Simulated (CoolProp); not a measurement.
A closed Brayton cycle with carbon dioxide: compressor inlet 327.15 K and 8.2 MPa, high pressure 27.6 MPa, turbine inlet 880 K, compressor efficiency 0.8, turbine efficiency 0.9, recuperator effectiveness 0.9 (on enthalpy, no pinch check). Each further row changes one setting.

The numbers come from the reference Helmholtz-energy equation of state, Span 1996 in CoolProp.

```tsv
case	thermal efficiency (%)	net work (kJ/kg)	compressor to turbine work	compressor exit (K)	turbine exit (K)
as stated	34.1	96.0	0.43	434.4	730.4
turbine inlet 830 K	32.1	85.2	0.46	434.4	685.7
compressor inlet 337.15 K	32.5	88.1	0.48	451.8	730.4
high pressure 23.5 MPa	33.6	87.3	0.41	419.5	749.5
recuperator effectiveness 0.5	23.0	96.0	0.43	434.4	730.4
```
